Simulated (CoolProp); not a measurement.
A single-stage vapour-compression cycle with hydrogen chloride: evaporating at 215.15 K (dew point), condensing at 251.15 K (bubble point), superheat 10 K, subcooling 2 K, compressor efficiency 0.6, no pressure losses. Each further row changes one setting.

Model: reference Helmholtz-energy equation of state, Thol 2018, in CoolProp.

| case | cooling COP | pressure ratio | discharge temperature (K) | refrigerating effect (kJ/kg) | volumetric capacity (kJ/m³) |
|---|---|---|---|---|---|
| as stated | 2.88 | 3.66 | 381.8 | 362 | 2850 |
| evaporating temperature 220.15 K | 3.52 | 2.97 | 358.9 | 364 | 3490 |
| condensing temperature 246.15 K | 3.44 | 3.13 | 359.2 | 371 | 2920 |
| subcooling 7 K | 2.96 | 3.66 | 381.8 | 371 | 2920 |
| superheat 20 K | 2.80 | 3.66 | 400.8 | 371 | 2780 |
| compressor efficiency 0.5 | 2.40 | 3.66 | 411.4 | 362 | 2850 |
